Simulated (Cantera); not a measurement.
A perfectly stirred reactor is fed with 22.5 % CO, 11.2 % H2, 2.92 % CH4, 13.3 % O2, 50.1 % N2, equivalence ratio 1.7, at 1.20 bar; it is adiabatic with a 750 K inlet, and is followed from long to short residence time, starting on the burning branch (τ in s: 0.028, 0.014, 0.0065, 0.0031, 0.0015, 0.00073, 0.00035, 0.00017, 8.1e-05).

Computed with Cantera and GRI-Mech 3.0 (53 species, 325 reactions).

**Question.** Predict: blow-out, bracketed by the residence times tried; x(CO) at τ = 28.0 ms; x(H2) at τ = 28.0 ms; x(CH4) at τ = 28.0 ms; x(NO) at τ = 28.0 ms; x(CH3) at τ = 28.0 ms; x(CO) at τ = 1.50 ms; x(H2) at τ = 1.50 ms; x(CH4) at τ = 1.50 ms; x(NO) at τ = 1.50 ms; x(CH3) at τ = 1.50 ms.

**Answer.** 
```
Quantity                                                                           Value
------------------------------------------------  --------------------------------------
blow-out, bracketed by the residence times tried  burning at 81.0 µs, the shortest tried
x(CO) at τ = 28.0 ms                                                               0.165
x(H2) at τ = 28.0 ms                                                              0.0368
x(CH4) at τ = 28.0 ms                                                            2.02e-6
x(NO) at τ = 28.0 ms                                                            0.000594
x(CH3) at τ = 28.0 ms                                                            1.95e-6
x(CO) at τ = 1.50 ms                                                               0.166
x(H2) at τ = 1.50 ms                                                              0.0379
x(CH4) at τ = 1.50 ms                                                            1.10e-5
x(NO) at τ = 1.50 ms                                                            0.000302
x(CH3) at τ = 1.50 ms                                                            9.27e-6
```
